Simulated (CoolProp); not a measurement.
A simple Rankine cycle with vinyl chloride: condensing at 289.15 K, boiler at 2.32 MPa, turbine inlet 413.5 K, turbine efficiency 0.85, pump efficiency 0.7, no recuperator. Each further row changes one setting.

Computed with CoolProp (reference Helmholtz-energy equation of state, Thol 2022).

| case | thermal efficiency (%) | net work (kJ/kg) | heat in (kJ/kg) | turbine exit temperature (K) | volume ratio over the turbine |
|---|---|---|---|---|---|
| as stated | ___ | 70.2 | 423 | 313.3 | ___ |
| condensing temperature 281.15 K | ___ | 78.4 | 435 | 302.6 | 8.55 |
| boiler pressure 1.62 MPa | 14.4 | 62.7 | 435 | ___ | ___ |
| turbine efficiency 0.75 | 14.6 | 61.6 | 423 | ___ | 6.98 |

Task: Fill in the missing entries.

Result: 
- as stated, thermal efficiency (%): 16.6
- as stated, volume ratio over the turbine: 6.75
- condensing temperature 281.15 K, thermal efficiency (%): 18.0
- boiler pressure 1.62 MPa, turbine exit temperature (K): 333.6
- boiler pressure 1.62 MPa, volume ratio over the turbine: 4.74
- turbine efficiency 0.75, turbine exit temperature (K): 322.4
